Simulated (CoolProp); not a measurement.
A simple Rankine cycle with water: condensing at 332.15 K, boiler at 0.55 MPa, turbine inlet 430.6 K, turbine efficiency 0.7, pump efficiency 0.8, no recuperator. Each further row changes one setting.

Values from CoolProp's reference Helmholtz-energy equation of state, Wagner 2002.

```
case                             thermal efficiency (%)  net work (kJ/kg)  heat in (kJ/kg)  turbine exit temperature (K)  volume ratio over the turbine
-------------------------------  ----------------------  ----------------  ---------------  ----------------------------  -----------------------------
as stated                                          14.6                 …             2510                         332.1                           21.1
turbine inlet 450.6 K                              14.6                 …             2560                         332.1                           20.3
condensing temperature 324.15 K                       …               400                …                         324.2                              …
boiler pressure 0.385 MPa                          13.1               331             2520                         332.1                              …
turbine efficiency 0.6                             12.5               313             2510                         332.1                           21.6
```

### Question
Some entries are withheld; supply them.

### Answer

- as stated, net work (kJ/kg): 366
- turbine inlet 450.6 K, net work (kJ/kg): 374
- condensing temperature 324.15 K, thermal efficiency (%): 15.7
- condensing temperature 324.15 K, heat in (kJ/kg): 2540
- condensing temperature 324.15 K, volume ratio over the turbine: 30.0
- boiler pressure 0.385 MPa, volume ratio over the turbine: 14.9

The expansion ends wet for: as stated; turbine inlet 450.6 K; condensing temperature 324.15 K; boiler pressure 0.385 MPa; turbine efficiency 0.6.
